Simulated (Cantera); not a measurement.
A perfectly stirred reactor is fed with CH4 : O2 : N2 = 1 : 2.7 : 10.2 (molar parts), equivalence ratio 0.74, at 0.780 bar; it is adiabatic with a 748 K inlet, and is followed from long to short residence time, starting on the burning branch (τ in s: 0.12, 0.061, 0.032, 0.016, 0.0085, 0.0044, 0.0023, 0.0012, 0.00061, 0.00032, 0.00017, 8.6e-05, 4.4e-05).

Detailed kinetics in Cantera: GRI-Mech 3.0 (53 species, 325 reactions).

One state of this run: T (K) = 2184; x CH4 = 1.20e-5; x O2 = 0.0508; x H2 = 0.00162; x HCO = 1.41e-7; x NO = 0.000492; x H = 0.000523. x: mole fraction; the columns are a selection and need not sum to one.

Task: Which value of τ (s) does it belong to?
(A) 0.016
(B) 0.0085
(C) 0.0012
(D) 0.00061

Result: A, 0.016
